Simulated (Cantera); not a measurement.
Feed: 1 mol PbS, 16 mol H2.

Cantera equilibrium calculation (NASA polynomials, part measured and part estimated; ideal gas, pure solids and liquids). Candidate condensed phases: Pb, PbS, S; 10 gas species. Mutual solubility and eutectic melting of coexisting phases are not modelled. Kinetics and transport are ignored.

Stable condensed phases, one row left out:

```
T in °C \ P in Pa
              10      36     130     460    1700    6000   22000   77000  280000 1000000
   1427        A       A       A       A       A       A       A       A       A       B
   1352        A       A       A       A       A       A       A       A       A       B
   1277        A       A       A       A       A       A       A       A       B       B
   1202        A       A       A       A       A       A       A       A       B       B
   1127        A       A       A       A       A       A       A       B       B       B
   1052        A       A       A       A       A       A       B       B       B       B
    977        A       A       A       A       A       A       B       B       B       B
    902        A       A       A       A       A       B       B       B       C       C
    827        A       A       A       A       B       C       C       C       C       C
    677        A       A       C       C       C       C       C       C       C       C
```

A: gas only; B: Pb; C: Pb + PbS.

### Question
Give the row for 752 °C.

### Answer
10: gas only; 36: gas only; 130: gas only; 460: Pb + PbS; 1700: Pb + PbS; 6000: Pb + PbS; 22000: Pb + PbS; 77000: Pb + PbS; 280000: Pb + PbS; 1000000: Pb + PbS.
